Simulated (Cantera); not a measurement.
**Premixed flame**

A freely propagating, adiabatic, planar premixed flame of H₂ : O₂ : N₂ = 1 : 0.208 : 0.783 (molar parts), equivalence ratio 2.4, unburnt at 450 K and 1.97 atm; mixture-averaged transport, grid criteria slope 0.08 and curve 0.16, no radiation.

Detailed kinetics in Cantera: the H2/O2 subset of GRI-Mech 3.0, which has no nitrogen chemistry. Burning velocities carry a grid error of a few per cent, more on coarse grids.

| z (mm) | T (K) | u (m/s) | x H₂ | x O₂ | x H₂O₂ | x HO₂ | x O | x H |
|---|---|---|---|---|---|---|---|---|
| -0.503 | 450 | 5.30 | 0.502 | 0.104 | <1e-8 | <1e-8 | <1e-8 | <1e-8 |
| -0.335 | 450 | 5.30 | 0.502 | 0.104 | <1e-8 | <1e-8 | <1e-8 | <1e-8 |
| -0.252 | 450 | 5.30 | 0.502 | 0.104 | <1e-8 | <1e-8 | <1e-8 | <1e-8 |
| -0.168 | 450 | 5.30 | 0.502 | 0.105 | 1.25e-8 | 5.16e-7 | 1.44e-8 | <1e-8 |
| -0.0839 | 496 | 5.78 | 0.495 | 0.105 | 1.60e-5 | 0.000364 | 8.10e-6 | 7.27e-5 |
| -0.0419 | 778 | 8.79 | 0.461 | 0.0976 | 4.39e-5 | 0.000343 | 0.000191 | 0.00465 |
| 0 | 1162 | 12.8 | 0.395 | 0.0708 | 7.44e-6 | 0.000141 | 0.00125 | 0.0251 |
| 0.0419 | 1432 | 15.6 | 0.329 | 0.0308 | 1.34e-6 | 5.50e-5 | 0.00181 | 0.0496 |
| 0.0839 | 1568 | 17.1 | 0.298 | 0.00915 | 6.28e-7 | 1.58e-5 | 0.00100 | 0.0590 |
| 0.168 | 1679 | 18.2 | 0.292 | 0.000841 | 3.19e-7 | 1.38e-6 | 0.000369 | 0.0548 |
| 0.335 | 1777 | 19.1 | 0.299 | 8.85e-5 | 1.87e-7 | 1.71e-7 | 0.000224 | 0.0425 |
| 0.671 | 1865 | 20.0 | 0.307 | 4.19e-5 | 9.82e-8 | 9.04e-8 | 0.000126 | 0.0300 |
| 1.34 | 1935 | 20.6 | 0.314 | 1.97e-5 | 4.68e-8 | 4.68e-8 | 5.98e-5 | 0.0197 |
x: mole fraction of selected species; z is measured from the peak of heat release.

| Quantity | Result |
|---|---|
| laminar burning velocity | 530 cm/s |
| thermal thickness | 0.168 mm |
| peak x(H₂O₂) | 4.76e-5 |
| peak x(HO₂) | 0.000551 |
| peak x(O) | 0.00188 |
| peak x(H) | 0.0593 |
